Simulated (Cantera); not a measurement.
A closed system holds: 1 mol HMDSO, 1.2 mol H2O, 17 mol N2, a varied amount of N2O, at 950 °C and 0.133 bar.

Cantera equilibrium calculation (NASA polynomials, part measured and part estimated; ideal gas, pure solids and liquids). Candidate condensed phases: C, C6H6, C7H8, C8H18, H2O, Si, SiC, SiO2, Si2N2O, Si3N4; 151 gas species. The feed counts by its element totals alone. Mutual solubility and eutectic melting of coexisting phases are not modelled. The tables hold silica as quartz up to 1696 K and as liquid above; real silica turns to tridymite and cristobalite and melts near 1996 K. Gases not in the tables: Si(OH)4. Equilibrium is a limit: real reactors are often held back by kinetics, nucleation or transport.

Problem. Which condensed phases are stable at each of these points (n(N2O) (mol)): 1.5, 3, 4.5, 6, 7.4, 8.9, 10, 12, 13, 15?

Solution. 
```
n(N2O) (mol)                          condensed phases  Si condensed (%)
------------  ----------------------------------------  ----------------
1.5           C(graphite) + SiO2(β-quartz) + Si2N2O(s)             100.0
3             C(graphite) + SiO2(β-quartz) + Si2N2O(s)             100.0
4.5                       C(graphite) + SiO2(β-quartz)             100.0
6                         C(graphite) + SiO2(β-quartz)             100.0
7.4                       C(graphite) + SiO2(β-quartz)             100.0
8.9                                     SiO2(β-quartz)             100.0
10                                      SiO2(β-quartz)             100.0
12                                      SiO2(β-quartz)             100.0
13                                      SiO2(β-quartz)             100.0
15                                      SiO2(β-quartz)             100.0
```

From 1.5 mol N2O to 3 mol N2O the condensed part is C(graphite) + SiO2(β-quartz) + Si2N2O(s). From 4.5 mol N2O to 7.4 mol N2O the condensed part is C(graphite) + SiO2(β-quartz). From 8.9 mol N2O to 15 mol N2O the condensed part is SiO2(β-quartz).
